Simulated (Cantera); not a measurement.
Input: 1 mol SiCl4, 0.14 mol NO, 35 mol H2, equilibrated at 1725 K and 2.80 mbar.

Equilibrium computed with Cantera from the NASA thermochemical tables; the gas is ideal and each condensed phase is pure. Candidate condensed phases: H2O, NH4Cl, Si, SiO2, Si2N2O, Si3N4; 47 gas species. The tables' values for SiCl, SiCl3 are old estimates; treat these amounts as uncertain. Gases not in the tables: Si2H6 and higher silanes. Equilibrium is a limit: real reactors are often held back by kinetics, nucleation or transport.

Base state: H2 0.902, HCl 0.0696, SiCl2 0.0185, SiO 0.00375, H 0.00333, N2 0.00188, Si 0.000363, Cl 0.000199 (mole fractions); condensed: Si(l).

Question: What changes in the equilibrium state with this change: temperature from 1725 K to 1998.15 K?

Answer: 
```csv
species,before,after
H2,0.902,0.863
HCl,0.0696,0.0794
H,0.00333,0.0282
SiCl2,0.0185,0.0111
Si2,1.73e-6,6.26e-5
Si,0.000363,0.00960
"Si(l), mol",0.144,0
```

Question: What changes in the equilibrium state with this change: SiCl4 replaced by SiH4?

Answer: 
```json
[
 {"species": "H2", "before": "0.902", "after": "0.990"},
 {"species": "SiO", "before": "0.00375", "after": "0.00375"},
 {"species": "H", "before": "0.00333", "after": "0.00349"},
 {"species": "HCl", "before": "0.0696", "after": "0"},
 {"species": "SiCl2", "before": "0.0185", "after": "0"},
 {"species": "Cl", "before": "0.000199", "after": "0"},
 {"species": "SiCl", "before": "0.000194", "after": "0"},
 {"species": "Si(l), mol", "before": "0.144", "after": "0.845"}
]
```
